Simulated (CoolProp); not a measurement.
R13 along the isobar 4.57 MPa: fugacity coefficient from the reference equation and from simpler models built on Tc = 303.0 K, pc = 3.973 MPa, ω = 0.175; each cubic takes its own stable root.

Model: reference Helmholtz-energy equation of state, Platzer 1990, in CoolProp. This equation is an older, rougher fit; its heat capacities, sound speeds and derivatives of the liquid may be far off and weren't checked against measurements.

```json
[
 {"T (K)": "152.3", "phase": "liquid", "reference": "0.001772", "van der Waals": "0.03363", "Redlich-Kwong": "0.002648"},
 {"T (K)": "173.5", "phase": "liquid", "reference": "0.008970", "van der Waals": "0.07178", "Redlich-Kwong": "0.01297"},
 {"T (K)": "194.8", "phase": "liquid", "reference": "0.03008", "van der Waals": "0.1292", "Redlich-Kwong": "0.04106"},
 {"T (K)": "216.1", "phase": "liquid", "reference": "0.07553", "van der Waals": "0.2054", "Redlich-Kwong": "0.09657"},
 {"T (K)": "237.3", "phase": "liquid", "reference": "0.1535", "van der Waals": "0.2973", "Redlich-Kwong": "0.1841"},
 {"T (K)": "258.6", "phase": "liquid", "reference": "0.2681", "van der Waals": "0.4018", "Redlich-Kwong": "0.3028"},
 {"T (K)": "279.9", "phase": "liquid", "reference": "0.4144", "van der Waals": "0.5126", "Redlich-Kwong": "0.4433"},
 {"T (K)": "301.1", "phase": "liquid", "reference": "0.5768", "van der Waals": "0.6212", "Redlich-Kwong": "0.5877"},
 {"T (K)": "322.4", "phase": "supercritical", "reference": "0.6932", "van der Waals": "0.7049", "Redlich-Kwong": "0.6889"},
 {"T (K)": "343.7", "phase": "supercritical", "reference": "0.7573", "van der Waals": "0.7536", "Redlich-Kwong": "0.7465"},
 {"T (K)": "364.9", "phase": "supercritical", "reference": "0.8042", "van der Waals": "0.7904", "Redlich-Kwong": "0.7895"},
 {"T (K)": "386.2", "phase": "supercritical", "reference": "0.8408", "van der Waals": "0.8200", "Redlich-Kwong": "0.8238"},
 {"T (K)": "407.5", "phase": "supercritical", "reference": "0.8699", "van der Waals": "0.8444", "Redlich-Kwong": "0.8514"},
 {"T (K)": "428.7", "phase": "supercritical", "reference": "0.8934", "van der Waals": "0.8647", "Redlich-Kwong": "0.8740"},
 {"T (K)": "450", "phase": "supercritical", "reference": "0.9127", "van der Waals": "0.8819", "Redlich-Kwong": "0.8929"}
]
```
